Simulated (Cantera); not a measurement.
# SiCl4 + N2 + Cl2 (silicon epitaxy and polysilicon growth)

Feed: 1 mol SiCl4, 16 mol N2, 0.0099 mol Cl2, held at 1277 °C.

Method: chemical equilibrium by Gibbs-energy minimisation in Cantera with the NASA 1993 tables (ideal gas, pure condensed phases). Candidate condensed phases: Si, Si3N4; 13 gas species. The tables' values for SiCl3 are old estimates; treat these amounts as uncertain. Equilibrium is a limit: real reactors are often held back by kinetics, nucleation or transport.

```tsv
P (Pa)	x N2	x SiCl4	x Cl	x SiCl3	x SiCl2	x Cl2	x SiCl
100	0.920	0.0422	0.0221	0.00943	0.00586	7.49e-5	3.21e-8
460	0.932	0.0510	0.00990	0.00554	0.00167	6.89e-5	4.45e-9
2100	0.937	0.0553	0.00463	0.00281	0.000398	6.88e-5	4.96e-10
9600	0.939	0.0574	0.00238	0.00124	7.46e-5	8.33e-5	3.95e-11
44000	0.940	0.0583	0.00139	0.000470	1.06e-5	0.000130	2.09e-12
200000	0.940	0.0586	0.000870	0.000166	1.32e-6	0.000231	<1e-12
```
x: gas mole fraction; nothing condenses.

From 0.750 Torr to 1500 Torr nothing is condensed. The main Si-bearing gas is SiCl4 throughout.
